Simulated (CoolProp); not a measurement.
Properties of propylene glycol along the isotherm 233.65 °C.

The numbers come from the reference Helmholtz-energy equation of state, Eisenbach 2021 in CoolProp.

```json
[
 {"p (bar)": "30.4", "phase": "liquid", "Z": "0.06483", "speed of sound (m/s)": "903.2", "expansivity (1/kK)": "1.358", "fugacity coefficient": "0.1175"},
 {"p (bar)": "60.8", "phase": "liquid", "Z": "0.1290", "speed of sound (m/s)": "925.4", "expansivity (1/kK)": "1.313", "fugacity coefficient": "0.06266"},
 {"p (bar)": "91.1", "phase": "liquid", "Z": "0.1923", "speed of sound (m/s)": "946.4", "expansivity (1/kK)": "1.272", "fugacity coefficient": "0.04459"},
 {"p (bar)": "122", "phase": "liquid", "Z": "0.2563", "speed of sound (m/s)": "967.0", "expansivity (1/kK)": "1.235", "fugacity coefficient": "0.03553"},
 {"p (bar)": "152", "phase": "liquid", "Z": "0.3180", "speed of sound (m/s)": "986.1", "expansivity (1/kK)": "1.201", "fugacity coefficient": "0.03037"},
 {"p (bar)": "182", "phase": "liquid", "Z": "0.3791", "speed of sound (m/s)": "1005", "expansivity (1/kK)": "1.171", "fugacity coefficient": "0.02700"},
 {"p (bar)": "213", "phase": "liquid", "Z": "0.4419", "speed of sound (m/s)": "1023", "expansivity (1/kK)": "1.141", "fugacity coefficient": "0.02461"},
 {"p (bar)": "243", "phase": "liquid", "Z": "0.5022", "speed of sound (m/s)": "1040", "expansivity (1/kK)": "1.115", "fugacity coefficient": "0.02295"},
 {"p (bar)": "273", "phase": "liquid", "Z": "0.5621", "speed of sound (m/s)": "1057", "expansivity (1/kK)": "1.090", "fugacity coefficient": "0.02174"},
 {"p (bar)": "304", "phase": "liquid", "Z": "0.6236", "speed of sound (m/s)": "1073", "expansivity (1/kK)": "1.067", "fugacity coefficient": "0.02080"},
 {"p (bar)": "334", "phase": "liquid", "Z": "0.6828", "speed of sound (m/s)": "1089", "expansivity (1/kK)": "1.045", "fugacity coefficient": "0.02013"},
 {"p (bar)": "365", "phase": "liquid", "Z": "0.7436", "speed of sound (m/s)": "1104", "expansivity (1/kK)": "1.024", "fugacity coefficient": "0.01963"}
]
```
